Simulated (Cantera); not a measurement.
# Thermodynamics of hydrogen reduction and annealing atmospheres, feed ZrO2 + H2 + H2O

Feed: 1 mol ZrO2, 1.7 mol H2, 0.41 mol H2O, held at 1.00 bar.

Cantera equilibrium calculation (NASA polynomials, part measured and part estimated; ideal gas, pure solids and liquids). Candidate condensed phases: H2O, Zr, ZrO2; 12 gas species. Kinetics and transport are ignored.

```csv
T (K),x H2,x H2O,x H,x OH,n ZrO2(monoclinic),n ZrO2(tetragonal)
1450,0.806,0.194,8.49e-6,4.91e-8,1.00,0
1475,0.806,0.194,1.16e-5,7.36e-8,1.00,0
1500,0.806,0.194,1.58e-5,1.09e-7,0,1.00
1525,0.806,0.194,2.12e-5,1.59e-7,0,1.00
1550,0.806,0.194,2.83e-5,2.29e-7,0,1.00
1575,0.806,0.194,3.73e-5,3.27e-7,0,1.00
1600,0.806,0.194,4.88e-5,4.61e-7,0,1.00
1625,0.806,0.194,6.33e-5,6.43e-7,0,1.00
1650,0.806,0.194,8.15e-5,8.89e-7,0,1.00
1675,0.806,0.194,0.000104,1.22e-6,0,1.00
```
x: gas mole fraction; n: condensed amount in mol.

From 1450 K to 1475 K the condensed part is ZrO2(monoclinic). From 1500 K to 1675 K the condensed part is ZrO2(tetragonal).
